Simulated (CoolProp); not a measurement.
R236EA along the isobar 3.74 MPa: density (kg/m³) from the reference equation and from simpler models built on Tc = 412.4 K, pc = 3.414 MPa, ω = 0.368; each cubic takes its own stable root.

Values from CoolProp's reference Helmholtz-energy equation of state, Rui 2013.

```
T (K)   phase  reference  van der Waals  Redlich-Kwong  Soave-Redlich-Kwong  Peng-Robinson
-----  ------  ---------  -------------  -------------  -------------------  -------------
259.6  liquid       1551          937.7           1360                 1422           1602
276.6  liquid       1504          913.0           1315                 1380           1557
293.5  liquid       1454          886.7           1267                 1334           1506
310.4  liquid       1402          858.4           1214                 1282           1450
327.4  liquid       1346          827.4           1157                 1224           1385
344.3  liquid       1286          793.1           1093                 1158           1310
361.2  liquid       1217          754.1           1021                 1081           1222
378.1  liquid       1137          708.0          936.0                988.2           1115
395.1  liquid       1031          648.9          828.0                865.6          971.3
412    liquid      840.4          557.4          657.9                659.9          728.0
```
